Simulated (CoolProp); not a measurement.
Vapour-liquid equilibrium of CH2F2 (R32) (1) + R1234yf (2) at 1.18 MPa; x and y are mole fractions of (1).

The numbers come from the multi-fluid Helmholtz-energy mixture model, Tillner-Roth 1997 and Lemmon 2022; pair parameters Bell 2023 in CoolProp.

```tsv
x	bubble temperature, mixture model (K)	bubble temperature, Raoult's law (K)	y, mixture model	y, Raoult's law
0.05	315.5	316.3	0.109	0.113
0.2	306.1	309.0	0.373	0.379
0.35	299.2	303.0	0.553	0.570
0.5	294.2	298.0	0.680	0.712
0.65	290.6	293.6	0.778	0.822
0.8	287.9	289.8	0.867	0.909
0.95	285.8	286.4	0.963	0.980
```

The largest gap from Raoult's law is -3.8 K in bubble temperature, at x = 0.35. No azeotrope shows between x = 0.05 and 0.95.

Pair parameters are fitted to limited data, so mixtures are less certain than the pure fluids.
